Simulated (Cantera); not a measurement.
Charge: 1 mol Si, 1.3 mol HCl, at 900 K and 75.0 Torr.

Method: chemical equilibrium by Gibbs-energy minimisation in Cantera with the NASA 1993 tables (ideal gas, pure condensed phases). Candidate condensed phases: Si; 19 gas species. The tables' values for SiCl3 are old estimates; treat these amounts as uncertain. The numbers say what is thermodynamically allowed, not how fast it happens.

Base state: H2 0.640, SiCl4 0.289, SiHCl3 0.0602, HCl 0.00872, SiH2Cl2 0.00119, SiCl3 0.000990, SiCl2 0.000162 (mole fractions); condensed: Si(s).

**Question.** What changes in the equilibrium state with this change: HCl from 1.3 to 5 mol?

**Answer.** 
```tsv
species	before	after
H2	0.640	0.499
HCl	0.00872	0.251
SiCl4	0.289	0.249
SiHCl3	0.0602	0.00140
SiH2Cl2	0.00119	7.48e-7
SiCl2	0.000162	1.30e-7
Si(s), mol	0.662	0
```

**Question.** What changes in the equilibrium state with this change: pressure from 75.0 Torr to 1.00 Torr?

**Answer.** 
```json
[
 {"species": "H2", "before": "0.640", "after": "0.641"},
 {"species": "SiCl4", "before": "0.289", "after": "0.307"},
 {"species": "HCl", "before": "0.00872", "after": "0.0261"},
 {"species": "SiHCl3", "before": "0.0602", "after": "0.0214"},
 {"species": "SiCl2", "before": "0.000162", "after": "0.00144"},
 {"species": "SiH2Cl2", "before": "0.00119", "after": "0.000142"},
 {"species": "Si(s), mol", "before": "0.662", "after": "0.675"}
]
```
